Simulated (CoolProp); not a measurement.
Model: reference Helmholtz-energy equation of state, Lemmon 2006, in CoolProp. It is a short technical equation, of lower accuracy than the large ones.

**Question.** Give the vapour pressure (MPa), liquid density (kg/m³), surface tension (mN/m), liquid conductivity (mW/(m K)) of saturated C3F8 (R218) at -79.35, -49.95, -35.35 °C.

**Answer.** 
```json
[
 {"T (°C)": "-79.35", "p (MPa)": "0.00882", "liquid density (kg/m³)": "1770", "surface tension (mN/m)": "15.7", "liquid conductivity (mW/(m K))": "73.0"},
 {"T (°C)": "-49.95", "p (MPa)": "0.0536", "liquid density (kg/m³)": "1660", "surface tension (mN/m)": "12.1", "liquid conductivity (mW/(m K))": "65.6"},
 {"T (°C)": "-35.35", "p (MPa)": "0.108", "liquid density (kg/m³)": "1610", "surface tension (mN/m)": "10.3", "liquid conductivity (mW/(m K))": "61.6"}
]
```

Thermal conductivity comes from a separate model (Huber 2003), an estimate that may be off by 10 % or more. Surface tension comes from a separate correlation (Mulero 2012).
